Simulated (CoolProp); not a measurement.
Model: reference Helmholtz-energy equation of state, Thol 2015, in CoolProp.

Task: For octamethylcyclotetrasiloxane (D4), give the phase and the Z, speed of sound (m/s), isothermal compressibility (1/MPa), expansivity (1/kK) at 620 K and 2.53 MPa.

Result: 
- 620 K and 2.53 MPa: supercritical; Z 0.353, speed of sound 96.9, isothermal compressibility 0.335, expansivity 11.8
